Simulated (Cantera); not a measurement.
# Adiabatic ignition

An adiabatic, constant-volume homogeneous reactor starts with 17.4 % CH4, 17.4 % O2, 65.3 % N2, equivalence ratio 2.0, at 1800 K and 2.30 bar.

Computed with Cantera and GRI-Mech 3.0 (53 species, 325 reactions).

| t (s) | T (K) | P (bar) | x CH4 | x O2 | x HO2 | x C2H | x OH |
|---|---|---|---|---|---|---|---|
| 3.00e-6 | 1799 | 2.30 | 0.173 | 0.174 | 1.33e-5 | <1e-12 | 1.03e-6 |
| 7.32e-6 | 1799 | 2.30 | 0.173 | 0.173 | 2.36e-5 | <1e-12 | 2.27e-6 |
| 1.79e-5 | 1799 | 2.30 | 0.171 | 0.173 | 4.16e-5 | 4.29e-12 | 6.81e-6 |
| 4.36e-5 | 1859 | 2.39 | 0.150 | 0.160 | 0.000219 | 7.85e-9 | 6.49e-5 |
| 0.000107 | 2962 | 4.52 | 5.28e-11 | 0.000218 | 3.66e-7 | <1e-12 | 0.00662 |
| 0.000260 | 2959 | 4.52 | 5.19e-11 | 0.000218 | 3.66e-7 | <1e-12 | 0.00661 |
| 0.000635 | 2958 | 4.52 | 5.22e-11 | 0.000217 | 3.63e-7 | <1e-12 | 0.00659 |
| 0.00155 | 2958 | 4.52 | 5.22e-11 | 0.000217 | 3.63e-7 | <1e-12 | 0.00659 |
| 0.00378 | 2958 | 4.52 | 5.22e-11 | 0.000217 | 3.63e-7 | <1e-12 | 0.00659 |
| 0.00923 | 2958 | 4.52 | 5.22e-11 | 0.000217 | 3.63e-7 | <1e-12 | 0.00659 |
| 0.0225 | 2958 | 4.52 | 5.22e-11 | 0.000217 | 3.63e-7 | <1e-12 | 0.00659 |
| 0.0550 | 2958 | 4.52 | 5.22e-11 | 0.000217 | 3.63e-7 | <1e-12 | 0.00659 |
| 0.134 | 2958 | 4.52 | 5.22e-11 | 0.000217 | 3.63e-7 | <1e-12 | 0.00659 |
| 0.328 | 2958 | 4.52 | 5.22e-11 | 0.000217 | 3.63e-7 | <1e-12 | 0.00659 |
| 0.800 | 2958 | 4.52 | 5.22e-11 | 0.000217 | 3.63e-7 | <1e-12 | 0.00659 |
x: mole fraction; the columns are a selection and need not sum to one.

* **time of steepest temperature rise**: 57.8 µs
* **temperature at 0.800 s**: 2958 K
* **equilibrium temperature**: 2958 K
* **x(CH4) at 0.800 s**: 5.22e-11 (gas-phase equilibrium 5.88e-11)
* **x(O2) at 0.800 s**: 0.000217 (gas-phase equilibrium 0.000217)
* **x(HO2) at 0.800 s**: 3.63e-7 (gas-phase equilibrium 3.63e-7)
